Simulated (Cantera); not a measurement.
Feed: 1 mol AlBr3, 88 mol NH3, 2.2 mol N2, equilibrated at 2100 K and 69000 Pa.

These are equilibrium values from Cantera (NASA tables, ideal gas, pure condensed phases), not measurements of a reactor. Candidate condensed phases: Al, AlBr3, AlN, Br2; 19 gas species. Rates play no part.

Base state: H2 0.724, N2 0.256, HBr 0.0102, AlBr 0.00544, H 0.00319, Br 0.000893, Al 7.35e-5, AlH 1.18e-5 (mole fractions); condensed: gas only.

Q: What changes in the equilibrium state with this change: temperature from 2100 K to 2048 K?

A: 
```json
[
 {"species": "H2", "before": "0.724", "after": "0.725"},
 {"species": "N2", "before": "0.256", "after": "0.256"},
 {"species": "HBr", "before": "0.0102", "after": "0.0104"},
 {"species": "H", "before": "0.00319", "after": "0.00230"},
 {"species": "Br", "before": "0.000893", "after": "0.000721"},
 {"species": "AlBr", "before": "0.00544", "after": "0.00547"},
 {"species": "AlBr3", "before": "9.91e-6", "after": "1.66e-5"},
 {"species": "Al", "before": "7.35e-5", "after": "4.86e-5"}
]
```
